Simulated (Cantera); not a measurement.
Charge: 1 mol Si₂H₆, 0.78 mol HCl, 16 mol N₂, at 1027 °C and 1 atm.

These are equilibrium values from Cantera (NASA tables, ideal gas, pure condensed phases), not measurements of a reactor. Candidate condensed phases: NH₄Cl, Si, Si₃N₄; 28 gas species. The feed counts by its element totals alone. N₂ is the only nitrogen source here; it is nearly inert below about 1500 K, so the nitride shown seldom forms there in practice. The numbers say what is thermodynamically allowed, not how fast it happens.

Base state: N₂ 0.795, H₂ 0.163, HCl 0.0422, SiCl₄ 1.72e-5 (mole fractions); condensed: Si₃N₄(s).

### Question
What changes in the equilibrium state with this change: Si₂H₆ replaced by SiH₄?

### Answer
| species | before | after |
|---|---|---|
| N₂ | 0.795 | 0.847 |
| H₂ | 0.163 | 0.111 |
| HCl | 0.0422 | 0.0429 |
| SiCl₄ | 1.72e-5 | 3.80e-5 |
| Si₃N₄(s), mol | 0.667 | 0.333 |
